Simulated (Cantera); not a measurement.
**Dilute partial oxidation**

An isothermal, constant-pressure homogeneous reactor starts with 0.860 % CH3OH, 0.277 % O2, 98.9 % N2, equivalence ratio 4.7, at 1500 K and 1000000 Pa.

Cantera simulation using GRI-Mech 3.0 (53 species, 325 reactions); the numbers are that mechanism's predictions, not measurements. GRI-Mech 3.0 was tuned for natural gas; its chemistry of methanol as a main component is partial and can be far from experiment.

```json
[
 {"t (s)": "7.00e-5", "x CH3OH": "0.00306", "x O2": "0.00188", "x HCO": "4.34e-6", "x H2O": "0.00154", "x CH2CO": "8.74e-7"},
 {"t (s)": "0.000256", "x CH3OH": "7.43e-9", "x O2": "7.80e-6", "x HCO": "4.38e-8", "x H2O": "0.00507", "x CH2CO": "2.10e-8"},
 {"t (s)": "0.000936", "x CH3OH": "2.33e-9", "x O2": "3.13e-7", "x HCO": "1.87e-9", "x H2O": "0.00500", "x CH2CO": "1.34e-8"},
 {"t (s)": "0.00343", "x CH3OH": "4.51e-10", "x O2": "1.40e-7", "x HCO": "2.80e-10", "x H2O": "0.00498", "x CH2CO": "2.50e-9"},
 {"t (s)": "0.0125", "x CH3OH": "1.39e-10", "x O2": "7.23e-8", "x HCO": "9.53e-11", "x H2O": "0.00496", "x CH2CO": "3.93e-10"},
 {"t (s)": "0.0458", "x CH3OH": "1.09e-10", "x O2": "1.76e-8", "x HCO": "7.93e-11", "x H2O": "0.00493", "x CH2CO": "2.76e-10"},
 {"t (s)": "0.168", "x CH3OH": "1.04e-10", "x O2": "1.24e-10", "x HCO": "7.76e-11", "x H2O": "0.00483", "x CH2CO": "2.65e-10"},
 {"t (s)": "0.613", "x CH3OH": "9.74e-11", "x O2": "<1e-12", "x HCO": "7.59e-11", "x H2O": "0.00462", "x CH2CO": "2.52e-10"},
 {"t (s)": "2.24", "x CH3OH": "9.15e-11", "x O2": "<1e-12", "x HCO": "7.49e-11", "x H2O": "0.00446", "x CH2CO": "2.43e-10"},
 {"t (s)": "8.20", "x CH3OH": "8.62e-11", "x O2": "<1e-12", "x HCO": "7.48e-11", "x H2O": "0.00445", "x CH2CO": "2.36e-10"},
 {"t (s)": "30.0", "x CH3OH": "7.16e-11", "x O2": "<1e-12", "x HCO": "7.49e-11", "x H2O": "0.00445", "x CH2CO": "2.03e-10"}
]
```
x: mole fraction; the columns are a selection and need not sum to one.

Equilibrium at this temperature and pressure: CH3OH <1e-12, O2 <1e-12, HCO 7.54e-11, H2O 0.00444, CH2CO <1e-12 (gas phase only).
